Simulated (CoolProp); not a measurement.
The fluid at 298.15 K and 2.48 MPa flows at 16 m/s in a round tube of 20 mm bore and 1.5 µm roughness, fully developed (64/Re and Nu = 3.66 if laminar; Colebrook and Gnielinski if turbulent). The same conditions are run with several fluids, on thermodynamics alone (safety and materials aside).

Computed with CoolProp (reference Helmholtz-energy equation of state of each fluid (CH2F2 (R32): Tillner-Roth 1997; n-octane: Beckmüller 2019; R227EA: Lemmon 2016; n-heptane: Span 2003; R125: Lemmon 2005)).

```json
[
 {"fluid": "CH2F2 (R32)", "Reynolds number": "…", "Darcy friction factor": "0.0121", "pressure drop (Pa/m)": "…", "heat-transfer coefficient (W/(m² K))": "37800", "mass flow (kg/h)": "17500"},
 {"fluid": "n-octane", "Reynolds number": "…", "Darcy friction factor": "0.0144", "pressure drop (Pa/m)": "…", "heat-transfer coefficient (W/(m² K))": "…", "mass flow (kg/h)": "12700"},
 {"fluid": "R227EA", "Reynolds number": "1780000", "Darcy friction factor": "0.0124", "pressure drop (Pa/m)": "112000", "heat-transfer coefficient (W/(m² K))": "21100", "mass flow (kg/h)": "25400"},
 {"fluid": "n-heptane", "Reynolds number": "…", "Darcy friction factor": "…", "pressure drop (Pa/m)": "61000", "heat-transfer coefficient (W/(m² K))": "…", "mass flow (kg/h)": "12300"},
 {"fluid": "R125", "Reynolds number": "2620000", "Darcy friction factor": "0.0121", "pressure drop (Pa/m)": "93700", "heat-transfer coefficient (W/(m² K))": "24900", "mass flow (kg/h)": "21800"}
]
```

What belongs in the gaps?


- CH2F2 (R32), Reynolds number: 2720000
- CH2F2 (R32), pressure drop (Pa/m): 74900
- n-octane, Reynolds number: 428000
- n-octane, pressure drop (Pa/m): 64800
- n-octane, heat-transfer coefficient (W/(m² K)): 15800
- n-heptane, Reynolds number: 545000
- n-heptane, Darcy friction factor: 0.0140
- n-heptane, heat-transfer coefficient (W/(m² K)): 17300

Transport values come from each fluid's own correlations; those of CH2F2 (R32), R227EA are estimates that may be off by 10 % or more.
